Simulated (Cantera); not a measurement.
Fe₃O₄ + H₂ + H₂O (hydrogen reduction and annealing atmospheres)

A closed system holds: 1 mol Fe₃O₄, 8 mol H₂, 0.46 mol H₂O, equilibrated at 4.20 mbar.

Cantera equilibrium calculation (NASA polynomials, part measured and part estimated; ideal gas, pure solids and liquids). Candidate condensed phases: Fe, FeO, Fe(OH)₂, Fe(OH)₃, Fe₂O₃, Fe₃O₄, H₂O; 12 gas species. Mutual solubility and eutectic melting of coexisting phases are not modelled. The tables' stoichiometric FeO is somewhat more stable than real wüstite, so its field is too wide. FeO: taken at fixed stoichiometry. Kinetics and transport are ignored.

From 925 °C to 1375 °C the condensed part is Fe(γ) + FeO(s). At 1450 °C the condensed part is Fe(δ) + FeO(l). The main Fe-bearing gas is Fe(OH)₂ at 925 °C and Fe at 1450 °C.

```csv
T (°C),x H₂,x H₂O,x H,x Fe,x OH,n Fe(γ),n FeO(s),n Fe(δ),n FeO(l)
925,0.784,0.216,2.60e-6,1.10e-8,5.66e-9,0.370,2.63,0,0
1000,0.761,0.239,9.60e-6,1.18e-7,3.48e-8,0.563,2.44,0,0
1075,0.740,0.260,3.07e-5,9.71e-7,1.74e-7,0.738,2.26,0,0
1150,0.722,0.278,8.71e-5,6.35e-6,7.28e-7,0.894,2.11,0,0
1225,0.705,0.295,0.000223,3.42e-5,2.64e-6,1.03,1.97,0,0
1300,0.690,0.309,0.000521,0.000157,8.43e-6,1.15,1.84,0,0
1375,0.677,0.322,0.00113,0.000621,2.41e-5,1.26,1.74,0,0
1450,0.679,0.316,0.00232,0.00217,5.92e-5,0,0,1.21,1.77
```
x: gas mole fraction; n: condensed amount in mol.
